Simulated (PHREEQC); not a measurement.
Dissolve 2.3 mol KOH, 0.042 mol K2SO4 and 3 mol NaCl per kg of water at 50 °C. Closed to the air; pH follows from the charge balance.

Computed with PHREEQC (Pitzer model, pitzer.dat).

```csv
quantity,before,after
pH,13.69,13.21
SI of Sylvite (KCl),-0.58,-1.28
SI of Halite (NaCl),-0.96,-1.67
```

**Question.** Name the change that produced these shifts.
(A) diluted 5-fold with water
(B) temperature from 50 to 5 °C
(C) K2SO4 replaced by KCl at the same molality
(D) diluted 2-fold with water

**Answer.** D, diluted 2-fold with water

No solid was allowed to form. In brines, pH and single-ion activities rest on the MacInnes convention. At this temperature some constants are extrapolated from 25 °C, and those without enthalpy data are left unchanged.
